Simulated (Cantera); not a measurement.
Feed: 1 mol MgO, 0.58 mol NF3, 0.68 mol O2, at 1.33 mbar.

Equilibrium computed with Cantera from the NASA thermochemical tables; the gas is ideal and each condensed phase is pure. Candidate condensed phases: Mg, MgF2, MgO; 24 gas species. Mutual solubility and eutectic melting of coexisting phases are not modelled. Kinetics and transport are ignored.

Task: What share of the Mg ends up in condensed phases as a function of T (K), at 1198, 1248, 1298, 1348, 1398, 1448, 1498, 1548, 1598, 1648, 1698?

Result: 
| T (K) | Mg condensed (%) | as |
|---|---|---|
| 1198 | 100.0 | MgF2(s) + MgO(s) |
| 1248 | 100.0 | MgF2(s) + MgO(s) |
| 1298 | 99.9 | MgF2(s) + MgO(s) |
| 1348 | 99.8 | MgF2(s) + MgO(s) |
| 1398 | 99.3 | MgF2(s) + MgO(s) |
| 1448 | 98.0 | MgF2(s) + MgO(s) |
| 1498 | 94.2 | MgF2(s) + MgO(s) |
| 1548 | 84.3 | MgF2(l) + MgO(s) |
| 1598 | 61.9 | MgF2(l) + MgO(s) |
| 1648 | 13.0 | MgO(s) |
| 1698 | 13.0 | MgO(s) |
